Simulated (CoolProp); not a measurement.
Properties of R22 along the isotherm 124.65 °C.

Computed with CoolProp (reference Helmholtz-energy equation of state, Kamei 1995).

```csv
p (MPa),phase,cp (kJ/(kg K)),conductivity (mW/(m K))
0.178,gas,0.7662,18.8
0.356,gas,0.7737,18.8
0.535,gas,…,18.9
0.713,gas,0.7896,18.9
0.891,gas,0.7982,19.0
1.07,gas,…,19.1
1.25,gas,0.8168,19.1
1.43,gas,…,19.2
1.6,gas,0.8371,19.3
1.78,gas,0.8484,19.4
1.96,gas,…,19.5
2.14,gas,0.8731,…
2.32,gas,0.8868,19.7
2.5,gas,0.9013,19.9
```

Question: Fill in the missing entries.

Answer: 
- 0.535, cp (kJ/(kg K)): 0.7815
- 1.07, cp (kJ/(kg K)): 0.8072
- 1.43, cp (kJ/(kg K)): 0.8270
- 1.96, cp (kJ/(kg K)): 0.8604
- 2.14, conductivity (mW/(m K)): 19.6

Thermal conductivity comes from a separate model (McLinden 2000), an estimate that may be off by 10 % or more.
